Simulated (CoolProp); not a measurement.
Chlorine along the isobar 200 bar: fugacity coefficient from the reference equation and from simpler models built on Tc = 416.9 K, pc = 76.42 bar, ω = 0.070; each cubic takes its own stable root.

Computed with CoolProp (reference Helmholtz-energy equation of state, Thol 2021).

| T (K) | phase | reference | van der Waals | Redlich-Kwong |
|---|---|---|---|---|
| 323.9 | liquid | 0.09104 | 0.1765 | 0.09759 |
| 332.3 | liquid | 0.1069 | 0.1933 | 0.1144 |
| 340.7 | liquid | 0.1242 | 0.2107 | 0.1326 |
| 349.1 | liquid | 0.1429 | 0.2286 | 0.1521 |
| 357.5 | liquid | 0.1630 | 0.2469 | 0.1729 |
| 365.9 | liquid | 0.1843 | 0.2655 | 0.1948 |
| 374.3 | liquid | 0.2068 | 0.2845 | 0.2177 |
| 382.7 | liquid | 0.2304 | 0.3038 | 0.2415 |
| 391.1 | liquid | 0.2550 | 0.3233 | 0.2660 |
| 399.5 | liquid | 0.2804 | 0.3429 | 0.2911 |
| 407.9 | liquid | 0.3065 | 0.3626 | 0.3167 |
| 416.3 | liquid | 0.3332 | 0.3824 | 0.3425 |
